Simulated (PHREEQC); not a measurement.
Dissolve 0.0091 mol Cu(NO3)2 per kg of water at 54 °C. Closed to the air; pH follows from the charge balance.

Model: ion-association model, phreeqc.dat, run in PHREEQC.

This is a speciation only: nothing precipitates in the calculation.

Task: What pH does the model give?

Result: pH 4.43.

Away from 25 °C the constants follow the database's enthalpies or fits; those with neither stay at their 25 °C values.
